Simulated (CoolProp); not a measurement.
A simple Rankine cycle with n-octane: condensing at 318.15 K, boiler at 0.0756 MPa, turbine inlet 538.6 K, turbine efficiency 0.65, pump efficiency 0.6, no recuperator. Each further row changes one setting.

Model: reference Helmholtz-energy equation of state, Beckmüller 2019, in CoolProp.

| case | thermal efficiency (%) | net work (kJ/kg) | heat in (kJ/kg) | turbine exit temperature (K) | volume ratio over the turbine |
|---|---|---|---|---|---|
| as stated | 7.7 | 64.7 | 838 | 513.0 | 13.7 |
| turbine inlet 558.6 K | 7.5 | 67.2 | 892 | 532.8 | 13.7 |
| condensing temperature 310.15 K | 8.6 | 74.0 | 856 | 509.4 | 20.3 |
| boiler pressure 0.0529 MPa | 6.7 | 56.4 | 838 | 516.5 | 9.64 |
| turbine efficiency 0.55 | 6.5 | 54.7 | 838 | 516.9 | 13.8 |
